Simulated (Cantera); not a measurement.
Feed: 1 mol Si, a varied amount of Cl2, 0.33 mol N2, equilibrated at 2500 Pa.

These are equilibrium values from Cantera (NASA tables, ideal gas, pure condensed phases), not measurements of a reactor. Candidate condensed phases: Si, Si3N4; 13 gas species. N2 is the only nitrogen source here; it is nearly inert below about 1500 K, so the nitride shown seldom forms there in practice. Mutual solubility and eutectic melting of coexisting phases are not modelled. The tables' values for SiCl3 are old estimates. Equilibrium is a limit: real reactors are often held back by kinetics, nucleation or transport.

Stable condensed phases, one row left out:

```
T in K \ n(Cl2) in mol
         0.69 0.99  1.4    2  2.9  4.2  6.1  8.8
   1675     A    A    B    B    B    B    B    B
   1575     A    A    B    B    B    B    B    B
   1475     A    A    A    B    B    B    B    B
   1375     C    A    A    B    B    B    B    B
   1275     C    A    A    B    B    B    B    B
   1175     C    A    A    B    B    B    B    B
    975     C    C    A    B    B    B    B    B
    875     C    C    A    B    B    B    B    B
    775     C    C    A    B    B    B    B    B
    675     C    C    A    B    B    B    B    B
    575     C    C    A    B    B    B    B    B
```

A: Si3N4; B: gas only; C: Si + Si3N4.

Problem. Give the row for 1075 K.

Solution. 0.69: Si + Si3N4; 0.99: Si + Si3N4; 1.4: Si3N4; 2: gas only; 2.9: gas only; 4.2: gas only; 6.1: gas only; 8.8: gas only.
